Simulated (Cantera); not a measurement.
Feed: 1 mol NiS, 170 mol H2, at 773 K and 1 atm.

Cantera equilibrium calculation (NASA polynomials, part measured and part estimated; ideal gas, pure solids and liquids). Candidate condensed phases: Ni, NiS, NiS2, Ni3S2, Ni3S4, S; 9 gas species. Rates play no part.

Base state: H2 0.998, H2S 0.00196 (mole fractions); condensed: Ni3S2(s).

Problem. What changes in the equilibrium state with this change: temperature from 773 K to 1925 K?

Solution. 
| species | before | after |
|---|---|---|
| H2 | 0.998 | 0.993 |
| H2S | 0.00196 | 0.00531 |
| H | <1e-9 | 0.000946 |
| Ni | <1e-9 | 7.35e-5 |
| SH | <1e-9 | 0.000436 |
| S2 | <1e-9 | 5.30e-5 |
| S | <1e-9 | 1.38e-5 |
| Ni3S2(s), mol | 0.333 | 0 |
| Ni(l), mol | 0 | 0.986 |

Problem. What changes in the equilibrium state with this change: temperature from 773 K to 1898 K?

Solution. 
```json
[
 {"species": "H2", "before": "0.998", "after": "0.993"},
 {"species": "H2S", "before": "0.00196", "after": "0.00539"},
 {"species": "H", "before": "<1e-9", "after": "0.000774"},
 {"species": "Ni", "before": "<1e-9", "after": "5.16e-5"},
 {"species": "SH", "before": "<1e-9", "after": "0.000382"},
 {"species": "S2", "before": "<1e-9", "after": "4.63e-5"},
 {"species": "S", "before": "<1e-9", "after": "1.06e-5"},
 {"species": "Ni3S2(s), mol", "before": "0.333", "after": "0"},
 {"species": "Ni(l), mol", "before": "0", "after": "0.990"}
]
```
